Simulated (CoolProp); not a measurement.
Vapour-liquid equilibrium of R113 (1) + acetone (2) at 11.55 °C; x and y are mole fractions of (1).

Computed with CoolProp (multi-fluid Helmholtz-energy mixture model, Marx 1992 and Lemmon 2006; pair parameters Bell 2016).

Problem. Give the bubble pressure and the first vapour's composition at x = 0.05, 0.275, 0.575. Is there an azeotrope?

Solution. x = 0.05: 0.1929 bar, y = 0.175; x = 0.275: 0.2593 bar, y = 0.492; x = 0.575: 0.2859 bar, y = 0.642. y crosses x between x = 0.65 and 0.725: the model has an azeotrope there.

Pair parameters are fitted to limited data, so mixtures are less certain than the pure fluids.
